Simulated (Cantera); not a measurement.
# Low-pressure radical oxidation in H2/O2

An isothermal, constant-pressure homogeneous reactor starts with 2.15 % H2, 97.8 % O2, equivalence ratio 0.011, at 1450 K and 20.0 Torr.

Computed with Cantera and GRI-Mech 3.0 (53 species, 325 reactions). Radical loss at walls, strong at low pressure, is not modelled.

```json
[
 {"t (s)": "0.000100", "x H2": "0.0215", "x O2": "0.978", "x H": "7.24e-8", "x H2O": "2.01e-7", "x H2O2": "1.91e-10"},
 {"t (s)": "0.000255", "x H2": "0.0215", "x O2": "0.978", "x H": "6.71e-7", "x H2O": "3.86e-6", "x H2O2": "1.08e-9"},
 {"t (s)": "0.000652", "x H2": "0.0202", "x O2": "0.977", "x H": "0.000144", "x H2O": "0.000957", "x H2O2": "6.47e-9"},
 {"t (s)": "0.00166", "x H2": "0.000198", "x O2": "0.959", "x H": "0.00114", "x H2O": "0.0192", "x H2O2": "3.67e-8"},
 {"t (s)": "0.00425", "x H2": "0.000163", "x O2": "0.959", "x H": "0.00104", "x H2O": "0.0194", "x H2O2": "3.45e-8"},
 {"t (s)": "0.0108", "x H2": "0.000148", "x O2": "0.961", "x H": "0.000888", "x H2O": "0.0196", "x H2O2": "3.35e-8"},
 {"t (s)": "0.0277", "x H2": "0.000116", "x O2": "0.965", "x H": "0.000609", "x H2O": "0.0199", "x H2O2": "3.08e-8"},
 {"t (s)": "0.0706", "x H2": "6.90e-5", "x O2": "0.970", "x H": "0.000272", "x H2O": "0.0205", "x H2O2": "2.52e-8"},
 {"t (s)": "0.180", "x H2": "2.68e-5", "x O2": "0.975", "x H": "6.44e-5", "x H2O": "0.0211", "x H2O2": "1.63e-8"},
 {"t (s)": "0.460", "x H2": "7.08e-6", "x O2": "0.977", "x H": "8.61e-6", "x H2O": "0.0214", "x H2O2": "7.88e-9"},
 {"t (s)": "1.18", "x H2": "1.58e-6", "x O2": "0.978", "x H": "9.00e-7", "x H2O": "0.0216", "x H2O2": "2.99e-9"},
 {"t (s)": "3.00", "x H2": "3.82e-7", "x O2": "0.978", "x H": "1.07e-7", "x H2O": "0.0217", "x H2O2": "1.08e-9"}
]
```
x: mole fraction; the columns are a selection and need not sum to one.

Equilibrium at this temperature and pressure: H2 1.28e-7, O2 0.978, H 2.09e-8, H2O 0.0217, H2O2 5.40e-10 (gas phase only).
